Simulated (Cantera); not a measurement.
Gas mixture: NO = 0.76 (molar parts), at 10.0 bar, frozen composition.

Cantera's kinetic-theory transport with the Lennard-Jones parameters of GRI-Mech 3.0, ideal gas; thermal conductivity in the mixture-averaged form.

D: mixture-averaged diffusion coefficient of that species in the mixture.

```tsv
T (K)	ρ (kg/m³)	cp (J/kg/K)	μ (µPa s)	λ (mW/m/K)	Pr	D (cm²/s) CH₃	D (cm²/s) H₂	D (cm²/s) CO₂
400	9.02	998.6	23.1	32.4	0.712	0.0375	…	0.0264
500	7.22	1016	27.0	38.8	0.708	0.0553	…	0.0393
600	6.01	1041	30.6	45.1	0.706	0.0756	…	0.0540
700	5.16	1067	34.0	51.3	0.707	0.0982	…	0.0704
800	4.51	1092	37.1	57.3	0.708	0.123	…	0.0885
900	4.01	1114	40.1	63.0	0.708	0.150	…	0.108
```

Complete the blanks.


- 400, D (cm²/s) H₂: 0.128
- 500, D (cm²/s) H₂: 0.187
- 600, D (cm²/s) H₂: 0.253
- 700, D (cm²/s) H₂: 0.327
- 800, D (cm²/s) H₂: 0.408
- 900, D (cm²/s) H₂: 0.497
